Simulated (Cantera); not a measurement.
# Ammonia decomposition in nitride growth gas

An isothermal, constant-pressure homogeneous reactor starts with 5.47 % NH3, 93.0 % H2, 1.48 % N2, at 1900 K and 1330 Pa.

Cantera simulation using the gas-phase N/H chemistry of the illustrative SiF4/NH3 mechanism in the Surface Chemkin manual (1991); the numbers are that mechanism's predictions, not measurements. Walls and surfaces, which speed up NH3 decomposition in real reactors, are not modelled.

| t (s) | x NH3 | x H2 | x N2H2 | x NH2 | x N2H4 | x N |
|---|---|---|---|---|---|---|
| 0.000100 | 0.0547 | 0.930 | <1e-12 | 9.53e-8 | <1e-12 | <1e-12 |
| 0.000255 | 0.0547 | 0.930 | <1e-12 | 2.16e-7 | <1e-12 | <1e-12 |
| 0.000652 | 0.0547 | 0.930 | <1e-12 | 5.25e-7 | <1e-12 | <1e-12 |
| 0.00166 | 0.0547 | 0.930 | 5.00e-12 | 1.31e-6 | <1e-12 | <1e-12 |
| 0.00425 | 0.0547 | 0.930 | 3.53e-11 | 3.33e-6 | <1e-12 | 8.80e-12 |
| 0.0108 | 0.0547 | 0.930 | 2.58e-10 | 8.46e-6 | 1.05e-12 | 1.48e-10 |
| 0.0277 | 0.0547 | 0.930 | 2.08e-9 | 2.15e-5 | 6.76e-12 | 2.44e-9 |
| 0.0706 | 0.0547 | 0.930 | 1.93e-8 | 5.43e-5 | 4.29e-11 | 3.90e-8 |
| 0.180 | 0.0543 | 0.930 | 1.34e-7 | 0.000116 | 1.95e-10 | 3.82e-7 |
| 0.460 | 0.0520 | 0.931 | 1.96e-7 | 0.000133 | 2.57e-10 | 6.25e-7 |
| 1.18 | 0.0464 | 0.934 | 1.71e-7 | 0.000123 | 2.20e-10 | 6.24e-7 |
| 3.00 | 0.0349 | 0.940 | 1.22e-7 | 0.000101 | 1.49e-10 | 6.18e-7 |
x: mole fraction; the columns are a selection and need not sum to one.

Equilibrium at this temperature and pressure: NH3 5.90e-8, H2 0.953, N2H2 <1e-12, NH2 1.17e-9, N2H4 <1e-12, N 3.40e-10 (gas phase only).
